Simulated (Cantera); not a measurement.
Input: 1 mol Pb, 0.0063 mol O2, 160 mol N2, equilibrated at 18.0 mbar.

Cantera equilibrium calculation (NASA polynomials, part measured and part estimated; ideal gas, pure solids and liquids). Candidate condensed phases: Pb, PbO, PbO2, Pb3O4; 12 gas species. Equilibrium is a limit: real reactors are often held back by kinetics, nucleation or transport.

### Question
At 1273 K, list the 3 most abundant gas species with their mole fractions, and the condensed phases.

### Answer
N2 0.994, Pb 0.00613, PbO 7.82e-5. Condensed: gas only.
